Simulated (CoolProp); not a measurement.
Vapour-liquid equilibrium of R134a (1) + n-butane (2) at -9.25 °C; x and y are mole fractions of (1).

Computed with CoolProp (multi-fluid Helmholtz-energy mixture model, Tillner-Roth 1994 and Bücker 2006; pair parameters Bell 2016).

**Question.** Give the bubble pressure and the first vapour's composition at x = 0.15, 0.55, 0.85. Is there an azeotrope?

**Answer.** x = 0.15: 0.1881 MPa, y = 0.646; x = 0.55: 0.2278 MPa, y = 0.734; x = 0.85: 0.2291 MPa, y = 0.806. y crosses x between x = 0.75 and 0.85: the model has an azeotrope there.

Pair parameters are fitted to limited data, so mixtures are less certain than the pure fluids. With so large a gap from Raoult's law the liquid may split in two, which this calculation doesn't test in full.
